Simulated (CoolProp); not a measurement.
Vapour-liquid equilibrium of R134a (1) + R124 (2) at 0.0018 MPa; x and y are mole fractions of (1).

Computed with CoolProp (multi-fluid Helmholtz-energy mixture model, Tillner-Roth 1994 and de Vries 1995; pair parameters Bell 2016).

### Question
Give the bubble temperature and the first vapour's composition at x = 0.55, 0.85, 0.95. Is there an azeotrope?

### Answer
x = 0.55: 187.2 K, y = 0.728; x = 0.85: 185.6 K, y = 0.908; x = 0.95: 185.1 K, y = 0.968. No azeotrope shows between x = 0.05 and 0.95.

The pair parameters rest on a limited set of measurements; away from them the model extrapolates.
